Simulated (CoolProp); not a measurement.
Vapour-liquid equilibrium of CH2F2 (R32) (1) + R1234ze(E) (2) at 277.9 K; x and y are mole fractions of (1).

The numbers come from the multi-fluid Helmholtz-energy mixture model, Tillner-Roth 1997 and Thol 2016; pair parameters Bell 2023 in CoolProp.

Problem. Give the bubble pressure and the first vapour's composition at x = 0.05, 0.2, 0.35. Is there an azeotrope?

Solution. x = 0.05: 0.2977 MPa, y = 0.168; x = 0.2: 0.4157 MPa, y = 0.477; x = 0.35: 0.5246 MPa, y = 0.647. No azeotrope shows between x = 0.05 and 0.95.

Pair parameters are fitted to limited data, so mixtures are less certain than the pure fluids.
